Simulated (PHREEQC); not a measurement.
Consider water at 25 °C with 3.7 mol H2SO4, 0.11 mol MnCl2 and 0.12 mol NaCl per kg of water. Closed to the air; pH follows from the charge balance.

All values are PHREEQC results (Pitzer model, pitzer.dat), not measurements.

### Question
The ionic strength comes out as 5.43 mol/kgw. What activity coefficients do SO4-2, Mn+2, HSO4-, Cl-, Na+ get?

### Answer
SO4-2 0.0011, Mn+2 0.20, HSO4- 0.71, Cl- 0.60, Na+ 2.6. Single-ion values are on the MacInnes scale.

This is a speciation only: nothing precipitates in the calculation. In brines, pH and single-ion activities rest on the MacInnes convention.
